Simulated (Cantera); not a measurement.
A Cantera script and its output.

```python
import numpy as np
import cantera as ct

gas = ct.Solution("h2o2.yaml")
gas.TPX = 348, 17000, {'H2': 1, 'O2': 0.357, 'N2': 1.34, 'H2O': 0.0029}
flame = ct.FreeFlame(gas, width=0.14)
flame.set_refine_criteria(ratio=3, slope=0.08, curve=0.16)
flame.transport_model = "mixture-averaged"
flame.solve(loglevel=0, auto=True)
z, T = flame.grid, flame.T
thick = (T[-1] - T[0]) / np.gradient(T, z).max()
show = ['H2', 'O2', 'HO2', 'O', 'H', 'OH']
print(f"laminar burning velocity  {flame.velocity[0] * 100:.3f} cm/s")
print(f"burnt temperature         {T[-1]:.1f} K")
print(f"thermal thickness         {thick * 1e3:.4f} mm")
print(f"grid points               {len(z)}")
z0 = z[flame.heat_release_rate.argmax()]
print(f"{'z/mm':>9s}{'T/K':>9s}{'u/(m/s)':>9s}" + "".join(f"{s:>11s}" for s in show))
rows = []
for k in (-3, -2, -1.5, -1, -0.5, -0.25, 0, 0.25, 0.5, 1, 2, 4, 8):
    zz = z0 + k * thick
    rows.append([k * thick, np.interp(zz, z, T), np.interp(zz, z, flame.velocity),
                 *(np.interp(zz, z, flame.X[gas.species_index(s)]) for s in show)])
    print(f"{rows[-1][0] * 1e3:9.3f}{rows[-1][1]:9.1f}{rows[-1][2]:9.3f}" + "".join(f"{x:11.3e}" for x in rows[-1][3:]))
```

It prints:

```
laminar burning velocity  305.356 cm/s
burnt temperature         2292.0 K
thermal thickness         3.8485 mm
grid points               146
     z/mm      T/K  u/(m/s)         H2         O2        HO2          O          H         OH
  -11.545    348.0    3.054  3.704e-01  1.322e-01 -1.069e-16  8.410e-18  1.517e-20  2.669e-20
   -7.697    348.0    3.054  3.704e-01  1.322e-01  7.970e-15  1.940e-15  3.605e-18  6.153e-18
   -5.773    348.0    3.054  3.704e-01  1.322e-01  1.086e-12  1.325e-13  2.887e-16  4.228e-16
   -3.848    348.0    3.054  3.704e-01  1.322e-01  1.290e-09  4.690e-11  3.273e-12  5.566e-13
   -1.924    350.8    3.074  3.694e-01  1.324e-01  2.949e-05  3.966e-07  4.392e-06  3.050e-06
   -0.962    570.9    4.899  3.407e-01  1.280e-01  7.628e-05  1.120e-04  6.127e-03  7.609e-04
    0.000   1045.5    8.669  2.148e-01  8.674e-02  1.999e-05  4.392e-03  5.942e-02  1.931e-03
    0.962   1340.0   10.994  1.040e-01  2.132e-02  4.510e-06  7.734e-03  1.009e-01  5.398e-03
    1.924   1455.5   11.865  9.083e-02  1.022e-02  1.964e-06  6.991e-03  9.873e-02  6.942e-03
    3.848   1580.3   12.775  9.527e-02  7.939e-03  1.327e-06  6.390e-03  8.530e-02  8.512e-03
    7.697   1718.0   13.751  1.011e-01  6.296e-03  9.283e-07  5.374e-03  6.960e-02  9.805e-03
   15.394   1859.4   14.723  1.060e-01  4.534e-03  6.146e-07  4.022e-03  5.394e-02  1.038e-02
   30.788   1995.0   15.627  1.097e-01  2.872e-03  3.857e-07  2.603e-03  3.937e-02  9.912e-03
```

Cantera simulation using the H2/O2 subset of GRI-Mech 3.0, which has no nitrogen chemistry; the numbers are that mechanism's predictions, not measurements. Burning velocities carry a grid error of a few per cent, more on coarse grids.
